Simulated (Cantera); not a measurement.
An isothermal, constant-pressure homogeneous reactor starts with CO : O₂ : H₂O : N₂ = 0.0078 : 0.0046 : 0.00059 : 1 (molar parts), equivalence ratio 0.85, at 1125 K and 120000 Pa.

Computed with Cantera and GRI-Mech 3.0 (53 species, 325 reactions).

x: mole fraction; the columns are a selection and need not sum to one.

```json
[
 {"t (s)": "0.000500", "x CO": "0.00770", "x O₂": "0.00454", "x H₂O": "0.000582", "x O": "2.80e-10", "x H": "4.78e-12"},
 {"t (s)": "0.00107", "x CO": "0.00770", "x O₂": "0.00454", "x H₂O": "0.000582", "x O": "5.97e-10", "x H": "1.71e-11"},
 {"t (s)": "0.00229", "x CO": "0.00770", "x O₂": "0.00454", "x H₂O": "0.000582", "x O": "1.34e-9", "x H": "5.61e-11"},
 {"t (s)": "0.00491", "x CO": "0.00770", "x O₂": "0.00454", "x H₂O": "0.000582", "x O": "3.69e-9", "x H": "2.16e-10"},
 {"t (s)": "0.0105", "x CO": "0.00770", "x O₂": "0.00454", "x H₂O": "0.000582", "x O": "2.08e-8", "x H": "1.53e-9"},
 {"t (s)": "0.0226", "x CO": "0.00770", "x O₂": "0.00454", "x H₂O": "0.000582", "x O": "7.93e-7", "x H": "6.95e-8"},
 {"t (s)": "0.0483", "x CO": "0.00636", "x O₂": "0.00384", "x H₂O": "0.000554", "x O": "7.61e-5", "x H": "1.79e-5"},
 {"t (s)": "0.103", "x CO": "?", "x O₂": "?", "x H₂O": "0.000561", "x O": "?", "x H": "?"},
 {"t (s)": "0.222", "x CO": "0.000627", "x O₂": "0.00101", "x H₂O": "0.000574", "x O": "9.34e-6", "x H": "3.58e-6"},
 {"t (s)": "0.475", "x CO": "0.000144", "x O₂": "0.000765", "x H₂O": "0.000582", "x O": "2.05e-6", "x H": "5.59e-7"},
 {"t (s)": "1.02", "x CO": "3.09e-5", "x O₂": "0.000708", "x H₂O": "0.000584", "x O": "4.26e-7", "x H": "6.82e-8"},
 {"t (s)": "2.18", "x CO": "5.64e-6", "x O₂": "0.000696", "x H₂O": "0.000584", "x O": "8.55e-8", "x H": "7.42e-9"},
 {"t (s)": "4.67", "x CO": "8.44e-7", "x O₂": "0.000694", "x H₂O": "0.000585", "x O": "1.81e-8", "x H": "7.28e-10"},
 {"t (s)": "10.0", "x CO": "?", "x O₂": "0.000693", "x H₂O": "0.000585", "x O": "?", "x H": "1.03e-10"}
]
```

### Question
Complete the blanks.

### Answer

- 0.103, x CO: 0.00236
- 0.103, x O₂: 0.00187
- 0.103, x O: 3.44e-5
- 0.103, x H: 1.23e-5
- 10.0, x CO: 1.09e-7
- 10.0, x O: 5.84e-9
